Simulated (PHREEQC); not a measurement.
Dissolve 0.0029 mol KH2PO4, 0.11 mol HCl and 0.078 mol ZnSO4 per kg of water at 45 °C. Closed to the air; pH follows from the charge balance.

Computed with PHREEQC (ion-association model, wateq4f.dat).

Each row changes one thing in this solution. This is a speciation only: nothing precipitates in the calculation.

```json
[
 {"case": "as made", "pH": "1.30", "ionic strength (mol/kgw)": "0.246", "Cl- (mol/kgw)": "0.0997", "K+ (mol/kgw)": "0.00280", "H3PO4 (mol/kgw)": "0.00250", "H2PO4- (mol/kgw)": "0.000397"},
 {"case": "0.0067 mol/kgw CsOH added", "pH": "1.34", "ionic strength (mol/kgw)": "0.247", "Cl- (mol/kgw)": "0.0998", "K+ (mol/kgw)": "0.00279", "H3PO4 (mol/kgw)": "0.00247", "H2PO4- (mol/kgw)": "0.000427"},
 {"case": "ZnSO4 from 0.078 to 0.0702 mol/kgw", "pH": "1.28", "ionic strength (mol/kgw)": "0.233", "Cl- (mol/kgw)": "0.100", "K+ (mol/kgw)": "0.00281", "H3PO4 (mol/kgw)": "0.00252", "H2PO4- (mol/kgw)": "0.000380"},
 {"case": "KH2PO4 from 0.0029 to 0.0058 mol/kgw", "pH": "1.31", "ionic strength (mol/kgw)": "0.247", "Cl- (mol/kgw)": "0.0997", "K+ (mol/kgw)": "0.00559", "H3PO4 (mol/kgw)": "0.00498", "H2PO4- (mol/kgw)": "0.000815"},
 {"case": "temperature from 45 to 90 °C", "pH": "1.44", "ionic strength (mol/kgw)": "0.210", "Cl- (mol/kgw)": "0.0808", "K+ (mol/kgw)": "0.00280", "H3PO4 (mol/kgw)": "0.00253", "H2PO4- (mol/kgw)": "0.000365"},
 {"case": "ZnSO4 from 0.078 to 0.0156 mol/kgw", "pH": "1.11", "ionic strength (mol/kgw)": "0.139", "Cl- (mol/kgw)": "0.107", "K+ (mol/kgw)": "0.00288", "H3PO4 (mol/kgw)": "0.00265", "H2PO4- (mol/kgw)": "0.000254"},
 {"case": "diluted 100-fold with water", "pH": "3.02", "ionic strength (mol/kgw)": "0.00380", "Cl- (mol/kgw)": "0.00110", "K+ (mol/kgw)": "2.89e-5", "H3PO4 (mol/kgw)": "4.09e-6", "H2PO4- (mol/kgw)": "2.49e-5"},
 {"case": "ZnSO4 left out", "pH": "1.06", "ionic strength (mol/kgw)": "0.110", "Cl- (mol/kgw)": "0.110", "K+ (mol/kgw)": "0.00290", "H3PO4 (mol/kgw)": "0.00268", "H2PO4- (mol/kgw)": "0.000220"}
]
```

H3PO4, which wateq4f.dat lacks, is added to it with the constant of phreeqc.dat. At this temperature some constants are extrapolated from 25 °C, and those without enthalpy data are left unchanged. The database has no phosphate complexes of Zn.
